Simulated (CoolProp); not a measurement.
Computed with CoolProp (reference Helmholtz-energy equation of state, Platzer 1990). This equation is an older, rougher fit; its heat capacities, sound speeds and derivatives of the liquid may be far off and weren't checked against measurements.

Question: Give the vapour pressure (kPa), vapour density (kg/m³) of saturated c-C4F8 (RC318) at 287.9, 322.4, 345.4 K.

Answer: 
```tsv
T (K)	p (kPa)	vapour density (kg/m³)
287.9	222	20.1
322.4	635	57.1
345.4	1130	106
```
